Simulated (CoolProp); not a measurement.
Saturated liquid density (kg/m³) of C2F6 (R116): the reference equation beside estimates from Tc = 293.0 K, pc = 3048 kPa, ω = 0.257.

Computed with CoolProp (reference Helmholtz-energy equation of state, Lemmon 2006). It is a short technical equation, of lower accuracy than the large ones.

```
T (K)  reference  Redlich-Kwong  Soave-Redlich-Kwong
-----  ---------  -------------  -------------------
209.3       1540           1407                    …
214.7       1514              …                 1438
220.1       1487           1346                    …
225.6       1459           1313                 1375
231         1430           1280                 1342
236.4       1400           1244                 1306
241.8       1368           1207                 1269
247.2       1335           1167                 1228
252.6       1300           1125                 1185
258         1262              …                 1138
263.4       1220           1032                    …
```

Task: Fill in the missing entries.

Result: 
- 209.3, Soave-Redlich-Kwong: 1466
- 214.7, Redlich-Kwong: 1377
- 220.1, Soave-Redlich-Kwong: 1408
- 258, Redlich-Kwong: 1081
- 263.4, Soave-Redlich-Kwong: 1087

Absolute difference from the reference over all 11 rows, mean and median: Redlich-Kwong 11.5 and 11.1 %, Soave-Redlich-Kwong 7.1 and 6.7 %.
